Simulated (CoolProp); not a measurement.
Vapour-liquid equilibrium of R125 (1) + R152A (2) at 196.4 K; x and y are mole fractions of (1).

Computed with CoolProp (multi-fluid Helmholtz-energy mixture model, Lemmon 2005 and Outcalt 1996; pair parameters Bell 2016).

Q: Give the bubble pressure and the first vapour's composition at x = 0.15, 0.85, 0.95. Is there an azeotrope?

A: x = 0.15: 0.006880 MPa, y = 0.422; x = 0.85: 0.01694 MPa, y = 0.962; x = 0.95: 0.01857 MPa, y = 0.989. No azeotrope shows between x = 0.05 and 0.95.

Pair parameters are fitted to limited data, so mixtures are less certain than the pure fluids. The gap from Raoult's law changes sign with composition, which may be real or a fault of the pair parameters; it wasn't checked against measurements.
